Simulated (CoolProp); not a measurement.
Vapour-liquid equilibrium of methane (1) + ethane (2) at 118 kPa; x and y are mole fractions of (1).

The numbers come from the multi-fluid Helmholtz-energy mixture model, Setzmann 1991 and Bücker 2006; pair parameters Kunz 2012 in CoolProp.

Give the bubble temperature and the first vapour's composition at x = 0.35, 0.45, 0.85. Is there an azeotrope?

x = 0.35: 125.6 K, y = 0.995; x = 0.45: 122.4 K, y = 0.997; x = 0.85: 115.5 K, y = 1.000. No azeotrope shows between x = 0.05 and 0.95.

The pair parameters rest on a limited set of measurements; away from them the model extrapolates.
